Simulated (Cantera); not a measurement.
A perfectly stirred reactor is fed with 18.9 % H₂, 41.2 % O₂, 39.9 % N₂, equivalence ratio 0.23, at 41000 Pa; it is held at 1250 K, and followed from long to short residence time.

Computed with Cantera and GRI-Mech 3.0 (53 species, 325 reactions). The temperature is held fixed by assumption; the heat of reaction is taken as removed at once.

One state of this run: x H₂ = 0.0154; x O₂ = 0.349; x NO₂ = 7.56e-10; x H₂O₂ = 8.04e-6; x NO = 8.90e-7. x: mole fraction; the columns are a selection and need not sum to one.

Task: Which value of τ (s) does it belong to?
A. 0.00068
B. 0.38
C. 0.00024
D. 0.046

Result: C, 0.00024
